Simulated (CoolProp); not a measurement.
Model: reference Helmholtz-energy equation of state, Thol 2015, in CoolProp.

Task: Give the vapour pressure (MPa), liquid density (kg/m³), vapour density (kg/m³), enthalpy of vaporisation (kJ/kg) of saturated octamethylcyclotetrasiloxane (D4) at 60.95, 77.25, 191.45 °C.

Result: 
| T (°C) | p (MPa) | liquid density (kg/m³) | vapour density (kg/m³) | enthalpy of vaporisation (kJ/kg) |
|---|---|---|---|---|
| 60.95 | 0.00135 | 909 | 0.145 | 172 |
| 77.25 | 0.00315 | 890 | 0.323 | 167 |
| 191.45 | 0.148 | 743 | 12.7 | 124 |
